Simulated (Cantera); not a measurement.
Mixture: CH₃OH : O₂ : N₂ : CO₂ = 1 : 2.08 : 5.42 : 1.1 (molar parts), at 0.850 bar, adiabatic and at constant pressure. Ignition delay is the time to a rise of 400 K.

Model: GRI-Mech 3.0 (53 species, 325 reactions), integrated in Cantera. GRI-Mech 3.0 was tuned for natural gas; its chemistry of methanol as a main component is partial and can be far from experiment.

Problem. Predict: delay at 1473 K; delay at 1548 K; delay at 1623 K; delay at 1698 K; delay at 1773 K; apparent activation energy between 1623 and 1773 K.

Solution. 
```
Quantity                                                 Value
--------------------------------------------------  ----------
delay at 1473 K                                       0.342 ms
delay at 1548 K                                       0.175 ms
delay at 1623 K                                        97.8 µs
delay at 1698 K                                        58.3 µs
delay at 1773 K                                        36.7 µs
apparent activation energy between 1623 and 1773 K  160 kJ/mol
```
